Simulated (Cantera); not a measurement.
A Cantera script and what it prints.

```python
import numpy as np
import cantera as ct

gas_names = """
    NH3 H
""".split()
cond_names = """
    Zr(a) Zr(b) Zr(L) ZrN(s) ZrN(L)
""".split()


def load(file, names, dense=False):
    # The tables refer to 1 bar. Condensed volumes are neglected.
    table = {s.name: s for s in ct.Species.list_from_file(file)}
    out = []
    for n in names:
        d = dict(table[n].input_data)
        d["thermo"] = dict(d["thermo"], **{"reference-pressure": 1e5})
        if dense:
            d["equation-of-state"] = {"model": "constant-volume", "density": "1e6 g/cm^3"}
        out.append(ct.Species.from_dict(d))
    return out


species = {s.name: s for s in load("nasa_gas.yaml", gas_names) + load("nasa_condensed.yaml", cond_names)}
# Each term lists the table entries of one substance; the one whose range holds T is used.
reactions = {
    'Zr + NH3(g) = ZrN + 3 H(g)':
        [(-1, ['Zr(a)', 'Zr(b)', 'Zr(L)']), (-1, ['NH3']), (1, ['ZrN(s)', 'ZrN(L)']), (3, ['H'])],
}


def pick(names, T):
    return next(species[n] for n in names if species[n].thermo.min_temp <= T <= species[n].thermo.max_temp)


results = []
for label, terms in reactions.items():
    print(label)
    print("     T/K   dH/kJ  dS/(J/K)   dG/kJ   log10 K")
    for T in [300, 1425, 1575, 1725, 1875, 2025, 2175, 2325]:
        used = [(nu, pick(names, T)) for nu, names in terms]
        dH = sum(nu * s.thermo.h(T) for nu, s in used) / 1e6
        dS = sum(nu * s.thermo.s(T) for nu, s in used) / 1e3
        dG = dH - T * dS / 1e3
        logK = -dG * 1e6 / (ct.gas_constant * T * np.log(10))
        results.append((label, T, dH, dS, dG, logK, [s.name for _, s in used]))
        print(f"{T:8g} {dH:8.1f} {dS:8.1f} {dG:8.1f} {logK:8.2f}")
```

It prints:

```
Zr + NH3(g) = ZrN + 3 H(g)
     T/K   dH/kJ  dS/(J/K)   dG/kJ   log10 K
     300    334.8    151.7    289.3   -50.36
    1425    367.6    203.5     77.7    -2.85
    1575    371.1    205.8     47.0    -1.56
    1725    374.3    207.7     16.0    -0.48
    1875    377.1    209.3    -15.3     0.43
    2025    379.6    210.6    -46.8     1.21
    2175    360.7    201.7    -78.0     1.87
    2325    361.9    202.2   -108.3     2.43
```

Standard-state values (1 bar) from the NASA 1993 polynomials, evaluated with Cantera. ZrN: taken at fixed stoichiometry. Condensed species are held in their standard states even where they would react or evaporate.
